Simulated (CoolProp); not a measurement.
Values from CoolProp's reference Helmholtz-energy equation of state, Platzer 1990. This equation is an older, rougher fit; its heat capacities, sound speeds and derivatives of the liquid may be far off and weren't checked against measurements.

Question: Give the vapour pressure (bar), liquid density (kg/m³), enthalpy of vaporisation (kJ/kg) of saturated R114 at 328.3, 347.5 K.

Answer: 
| T (K) | p (bar) | liquid density (kg/m³) | enthalpy of vaporisation (kJ/kg) |
|---|---|---|---|
| 328.3 | 5.12 | 1360 | 115 |
| 347.5 | 8.19 | 1280 | 105 |
